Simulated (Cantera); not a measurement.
# Silicon epitaxy and polysilicon growth: SiHCl3 + HCl + H2

A closed system holds: 1 mol SiHCl3, 0.2 mol HCl, 20 mol H2, at 170000 Pa.

Equilibrium computed with Cantera from the NASA thermochemical tables; the gas is ideal and each condensed phase is pure. Candidate condensed phases: Si; 19 gas species. The tables' values for SiCl3 are old estimates; treat these amounts as uncertain. Rates play no part.

From 675 °C to 1350 °C the condensed part is Si(s). The main Si-bearing gas is SiCl4 at 675 °C and SiCl2 at 1350 °C. The share of Si in condensed phases is highest at 1275 °C (33.7 %) and lowest at 675 °C (9.4 %).

```csv
T (°C),x H2,x HCl,x SiCl2,x SiCl4,x SiHCl3,n Si(s)
675,0.953,0.00436,3.04e-5,0.0203,0.0200,0.0935
750,0.950,0.00833,0.000130,0.0198,0.0191,0.117
825,0.946,0.0144,0.000445,0.0186,0.0178,0.150
900,0.939,0.0229,0.00126,0.0168,0.0161,0.193
975,0.931,0.0335,0.00303,0.0141,0.0138,0.239
1050,0.921,0.0456,0.00616,0.0108,0.0110,0.283
1125,0.911,0.0575,0.0107,0.00716,0.00797,0.315
1200,0.902,0.0674,0.0158,0.00409,0.00515,0.332
1275,0.896,0.0742,0.0204,0.00204,0.00301,0.337
1350,0.892,0.0780,0.0239,0.000934,0.00165,0.335
```
x: gas mole fraction; n: condensed amount in mol.
